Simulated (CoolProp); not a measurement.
Carbon monoxide along the isobar 7300 kPa: Z from the reference equation and from simpler models built on Tc = -140.3 °C, pc = 3498 kPa, ω = 0.050; each cubic takes its own stable root.

Computed with CoolProp (reference Helmholtz-energy equation of state, Lemmon 2006). It is a short technical equation, of lower accuracy than the large ones.

```csv
T (°C),phase,reference,van der Waals,Redlich-Kwong
-147.35,liquid,0.3279,0.4405,0.3426
-131.75,supercritical,0.3702,0.4566,0.3993
-116.25,supercritical,0.5342,0.5240,0.5482
-100.75,supercritical,0.6946,0.6413,0.6928
-85.15,supercritical,0.7900,0.7370,0.7839
-69.65,supercritical,0.8514,0.8016,0.8431
-54.15,supercritical,0.8939,0.8472,0.8843
-38.65,supercritical,0.9246,0.8808,0.9142
-23.05,supercritical,0.9477,0.9064,0.9366
-7.55,supercritical,0.9652,0.9261,0.9536
7.95,supercritical,0.9787,0.9418,0.9668
```
